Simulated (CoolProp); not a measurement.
Properties of R115 at several states (Tc = 353.1 K, pc = 31.29 bar, ω = 0.248).

Values from CoolProp's reference Helmholtz-energy equation of state, Lemmon 2016.

```csv
T (K),p (bar),phase,density (kg/m³),cv (kJ/(kg K)),Joule-Thomson coefficient (K/MPa),expansivity (1/kK),fugacity coefficient
351.4,0.465,gas,2.471,0.7285,8.420,2.892,0.9951
451.2,3.65,gas,15.28,0.8325,4.631,2.356,0.9838
429.4,0.175,gas,0.7578,0.8115,5.111,2.337,0.9991
239.1,0.995,gas,8.042,0.5859,28.28,4.802,0.9634
331.9,0.361,gas,2.030,0.7043,9.757,3.058,0.9954
338.7,0.227,gas,1.249,0.7127,9.224,2.979,0.9973
```
